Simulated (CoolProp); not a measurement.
Vapour-liquid equilibrium of R245fa (1) + n-pentane (2) at 321.3 K; x and y are mole fractions of (1).

Values from CoolProp's multi-fluid Helmholtz-energy mixture model, Akasaka 2015 and Thol 2019; pair parameters Bell 2016.

```csv
x,"bubble pressure, mixture model (kPa)","bubble pressure, Raoult's law (kPa)","y, mixture model","y, Raoult's law"
0.05,…,159.1,…,0.102
0.2,324.7,185.3,…,0.351
0.35,357.0,211.6,…,0.538
0.5,368.4,237.8,…,0.684
0.65,…,264.0,0.695,0.801
0.8,…,290.2,0.754,0.896
0.95,346.5,316.4,…,0.976
```

Task: What belongs in the gaps?

Result: 
- 0.05, bubble pressure, mixture model (kPa): 220.3
- 0.05, y, mixture model: 0.332
- 0.2, y, mixture model: 0.578
- 0.35, y, mixture model: 0.637
- 0.5, y, mixture model: 0.665
- 0.65, bubble pressure, mixture model (kPa): 374.1
- 0.8, bubble pressure, mixture model (kPa): 372.7
- 0.95, y, mixture model: 0.901

The largest gap from Raoult's law is +75.2 % in bubble pressure, at x = 0.2. y crosses x between x = 0.65 and 0.8: the model has an azeotrope there.

Pair parameters are fitted to limited data, so mixtures are less certain than the pure fluids. With so large a gap from Raoult's law the liquid may split in two, which this calculation doesn't test in full.
